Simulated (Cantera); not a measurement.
Charge: 1 mol Cu₂O, 1800 mol H₂, 0.4 mol H₂O, held at 220 Pa.

These are equilibrium values from Cantera (NASA tables, ideal gas, pure condensed phases), not measurements of a reactor. Candidate condensed phases: Cu, CuO, Cu(OH)₂, Cu₂O, H₂O; 12 gas species. Rates play no part.

Task: At 2200 K, list the 5 most abundant gas species with their mole fractions, and the condensed phases.

Result: H₂ 0.885, H 0.113, Cu 0.00105, H₂O 0.000719, OH 1.28e-5. Condensed: gas only.
